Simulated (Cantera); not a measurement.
A closed system holds: 1 mol CaCl2, 0.31 mol H2, equilibrated at 1323 K and 1.00 bar.

These are equilibrium values from Cantera (NASA tables, ideal gas, pure condensed phases), not measurements of a reactor. Candidate condensed phases: Ca, CaCl2; 9 gas species. Equilibrium is a limit: real reactors are often held back by kinetics, nucleation or transport.

Base state: H2 1.000, CaCl2 8.94e-5 (mole fractions); condensed: CaCl2(l).

### Question
What changes in the equilibrium state with this change: temperature from 1323 K to 1948 K?

### Answer
| species | before | after |
|---|---|---|
| H2 | 1.000 | 0.815 |
| CaCl2 | 8.94e-5 | 0.176 |
| HCl | 2.92e-6 | 0.00420 |
| CaCl | 1.27e-6 | 0.00349 |
| H | 1.59e-6 | 0.00102 |
| Ca | 8.26e-7 | 0.000358 |
| CaCl2(l), mol | 1.000 | 0.932 |

### Question
What changes in the equilibrium state with this change: temperature from 1323 K to 1950 K?

### Answer
| species | before | after |
|---|---|---|
| H2 | 1.000 | 0.812 |
| CaCl2 | 8.94e-5 | 0.178 |
| HCl | 2.92e-6 | 0.00427 |
| CaCl | 1.27e-6 | 0.00355 |
| H | 1.59e-6 | 0.00103 |
| Ca | 8.26e-7 | 0.000362 |
| CaCl2(l), mol | 1.000 | 0.931 |

### Question
What changes in the equilibrium state with this change: 0.001 mol O2 added?

### Answer
```csv
species,before,after
H2,1.000,0.992
H2O,0,0.00522
HCl,2.92e-6,0.00244
CaCl2,8.94e-5,8.94e-5
"CaCl2(l), mol",1.000,1.000
"CaO(s), mol",0,0.000379
```
Mutual solubility and eutectic melting of coexisting phases are not modelled. Condensed phases not in the tables: oxide chlorides. Further candidate phases: CaO, Ca(OH)2, H2O.
